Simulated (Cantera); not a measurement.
A closed system holds: 1 mol C6H6, 0.15 mol NH3, 24 mol N2, held at 0.700 bar.

Equilibrium computed with Cantera from the NASA thermochemical tables; the gas is ideal and each condensed phase is pure. Candidate condensed phases: C, C6H6, C7H8, C8H18; 92 gas species. Rates play no part.

At 1498 K, list the 4 most abundant gas species with their mole fractions, and the condensed phases.

N2 0.882, H2 0.118, HCN 0.000336, CH4 2.53e-5. Condensed: C(graphite).
